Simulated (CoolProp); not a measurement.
Vapour-liquid equilibrium of R114 (1) + n-hexane (2) at 107.45 °C; x and y are mole fractions of (1).

Computed with CoolProp (multi-fluid Helmholtz-energy mixture model, Platzer 1990 and Thol 2019; pair parameters Bell 2016). This equation is an older, rougher fit; its heat capacities, sound speeds and derivatives of the liquid may be far off and weren't checked against measurements.

```tsv
x	bubble pressure, mixture model (MPa)	bubble pressure, Raoult's law (MPa)	y, mixture model	y, Raoult's law
0.05	0.3843	0.3643	0.242	0.226
0.2	0.6222	0.5663	0.568	0.580
0.35	0.8289	0.7683	0.707	0.749
0.5	1.015	0.9703	0.792	0.847
0.65	1.192	1.172	0.857	0.911
0.8	1.374	1.374	0.916	0.957
0.95	1.572	1.576	0.978	0.991
```

The largest gap from Raoult's law is +9.9 % in bubble pressure, at x = 0.2. No azeotrope shows between x = 0.05 and 0.95.

The pair parameters rest on a limited set of measurements; away from them the model extrapolates.
